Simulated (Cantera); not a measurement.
Input: 1 mol C2F6, 4.6 mol H2, 0.018 mol CH4, equilibrated at 1002 °C and 0.0480 Torr.

Cantera equilibrium calculation (NASA polynomials, part measured and part estimated; ideal gas, pure solids and liquids). Candidate condensed phases: C, C6H6, C7H8, C8H18; 95 gas species. The feed counts by its element totals alone. Equilibrium is a limit: real reactors are often held back by kinetics, nucleation or transport.

Base state: HF 0.786, H2 0.214, H 4.26e-5 (mole fractions); condensed: C(graphite).

Problem. What changes in the equilibrium state with this change: temperature from 1002 °C to 2252 °C?

Solution. 
```
species            before     after
----------------  -------  --------
HF                  0.786     0.569
H                 4.26e-5     0.359
F                   <1e-9    0.0435
H2                  0.214    0.0105
C3                  <1e-9    0.0114
C                   <1e-9   0.00365
CF                  <1e-9   0.00153
C2                  <1e-9   0.00106
C2H                 <1e-9  0.000326
C(graphite), mol     2.02      1.60
```

Problem. What changes in the equilibrium state with this change: temperature from 1002 °C to 3050 °C?

Solution. 
```tsv
species	before	after
H	4.26e-5	0.534
F	<1e-9	0.342
C	<1e-9	0.115
HF	0.786	0.00741
H2	0.214	0.000121
C2	<1e-9	0.000962
CF	<1e-9	0.000655
C3	<1e-9	8.06e-5
C(graphite), mol	2.02	0
```
